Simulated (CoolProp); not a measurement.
The fluid at 326.68 K and 0.101 MPa is throttled through a valve to 0.0132 MPa with no heat exchange. The same conditions are run with several fluids, on thermodynamics alone (safety and materials aside).

The numbers come from the reference Helmholtz-energy equation of state of each fluid (isobutene: Lemmon 2005; R142b: Lemmon 2006; methane: Setzmann 1991; c-C4F8 (RC318): Platzer 1990; hydrogen chloride: Thol 2018) in CoolProp. The equations of Platzer and Polt are older, rougher fits.

| fluid | temperature change (K) | final density (kg/m³) |
|---|---|---|
| isobutene | -1.7 | ___ |
| R142b | -1.7 | ___ |
| methane | -0.3 | 0.0781 |
| c-C4F8 (RC318) | ___ | ___ |
| hydrogen chloride | -1.1 | 0.178 |

Question: Complete the blanks.

Answer: 
- isobutene, final density (kg/m³): 0.275
- R142b, final density (kg/m³): 0.492
- c-C4F8 (RC318), temperature change (K): -1.0
- c-C4F8 (RC318), final density (kg/m³): 0.978
